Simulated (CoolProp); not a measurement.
Vapour-liquid equilibrium of ethane (1) + hydrogen sulfide (2) at -2.65 °C; x and y are mole fractions of (1).

Values from CoolProp's multi-fluid Helmholtz-energy mixture model, Bücker 2006 and Lemmon 2006; pair parameters Kunz 2012.

| x | bubble pressure (bar) | y at the bubble point | dew pressure at overall composition x (bar) | liquid density (mol/L) |
|---|---|---|---|---|
| 0.05 | 12.19 | 0.228 | 10.03 | 23.64 |
| 0.2 | 17.01 | 0.479 | 11.80 | 21.07 |
| 0.35 | 19.41 | 0.577 | 14.22 | 18.95 |
| 0.5 | 20.90 | 0.646 | 17.52 | 17.20 |
| 0.65 | 21.99 | 0.720 | 20.97 | 15.77 |
| 0.8 | 22.64 | 0.815 | 22.59 | 14.63 |
| 0.95 | 22.61 | 0.945 | 22.59 | 13.76 |

y crosses x between x = 0.8 and 0.95: the model has an azeotrope there.

Pair parameters are fitted to limited data, so mixtures are less certain than the pure fluids.
